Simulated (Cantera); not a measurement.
**Ignition delay**

Mixture: H₂ : O₂ : N₂ = 1 : 0.926 : 3.48 (molar parts), equivalence ratio 0.54, at 14.8 atm, adiabatic and at constant volume. Ignition delay is the time to a rise of 400 K.

Cantera simulation using GRI-Mech 3.0 (53 species, 325 reactions); the numbers are that mechanism's predictions, not measurements. The hydrogen kinetics of GRI-Mech 3.0 are dated; newer H2 mechanisms differ, most at raised pressure. The pressure lies above the range GRI-Mech 3.0 was tuned for (to about 10 atm).

| T0 (K) | delay (ms) |
|---|---|
| 998 | 9.54 |
| 1073 | 1.85 |
| 1148 | 0.388 |
| 1223 | 0.0723 |
| 1298 | 0.00761 |
| 1373 | 0.00244 |
| 1448 | 0.00142 |
